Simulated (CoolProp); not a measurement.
n-dodecane along the isotherm 620 K: density (kg/m³) from the reference equation and from simpler models built on Tc = 658.1 K, pc = 18.18 bar, ω = 0.574; each cubic takes its own stable root.

Computed with CoolProp (reference Helmholtz-energy equation of state, Lemmon 2004). It is a short technical equation, of lower accuracy than the large ones.

| p (bar) | phase | reference | van der Waals | Peng-Robinson |
|---|---|---|---|---|
| 0.575 | gas | 1.931 | 1.921 | 1.929 |
| 1.18 | gas | 4.034 | 3.990 | 4.024 |
| 2.42 | gas | 8.600 | 8.396 | 8.550 |
| 4.98 | gas | 19.40 | 18.34 | 19.13 |
| 10.2 | gas | 53.13 | 44.55 | 50.70 |
| 21 | liquid | 446.8 | 255.0 | 398.2 |
| 43.1 | liquid | 473.0 | 290.3 | 436.9 |
| 88.5 | liquid | 504.4 | 321.6 | 480.6 |
| 182 | liquid | 541.8 | 351.9 | 528.4 |
